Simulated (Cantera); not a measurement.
A closed system holds: 1 mol V, 0.47 mol O₂, 4.3 mol N₂, held at 10.0 Torr.

Method: chemical equilibrium by Gibbs-energy minimisation in Cantera with the NASA 1993 tables (ideal gas, pure condensed phases). Candidate condensed phases: V, VN, VO, V₂O₃, V₂O₄, V₂O₅; 13 gas species. Each liquid is taken as pure. Mutual solubility and eutectic melting of coexisting phases are not modelled. VN, VO: taken at fixed stoichiometry. Condensed phases not in the tables: the oxides between V₂O₃ and V₂O₅ other than VO₂, solid solutions among these carbides, nitrides and lower oxides, V₂N, N, O or C dissolved in the metal. Rates play no part.

x: gas mole fraction; n: condensed amount in mol.

```csv
T (K),x N₂,x VO,x V,x VO₂,n VN(s),n V₂O₃(s),n VO(s),n VO(l),n V(s),n V(l)
1273,1.00,1.12e-12,<1e-12,2.47e-11,0.373,0.313,0,0,0,0
1373,1.00,6.30e-11,<1e-12,6.91e-10,0.373,0.313,0,0,0,0
1473,1.00,1.82e-9,1.36e-11,9.88e-9,0.0600,0,0.940,0,0,0
1573,1.00,2.87e-8,5.69e-10,7.10e-8,0.0600,0,0.940,0,0,0
1673,1.000,3.20e-7,1.51e-8,3.96e-7,0.0600,0,0.940,0,0,0
1773,1.000,2.69e-6,2.75e-7,1.79e-6,0.0600,0,0.940,0,0,0
1873,1.000,?,?,?,0.0600,0,0.940,0,0,0
1973,1.000,9.54e-5,3.70e-5,2.21e-5,0.0599,0,0.939,0,0,0
2073,0.999,?,?,?,0.0590,0,0,0.938,0,0
2173,0.997,0.00144,0.00191,0.000122,0,0,0,0.933,0.0523,0
2273,0.989,0.00433,0.00615,0.000382,0,0,0,0.918,0,0.0349
2373,0.972,0.0119,0.0149,0.00130,0,0,0,0.876,0,0
2473,0.944,0.0297,0.0199,0.00669,0,0,0,0.743,0,0
2573,0.874,0.0691,0.0347,0.0225,0,0,0,0.378,0,0
```

Q: What belongs in the gaps?

A: 
- 1873, x VO: 1.77e-5
- 1873, x V: 3.65e-6
- 1873, x VO₂: 6.77e-6
- 2073, x VO: 0.000425
- 2073, x V: 0.000298
- 2073, x VO₂: 6.13e-5
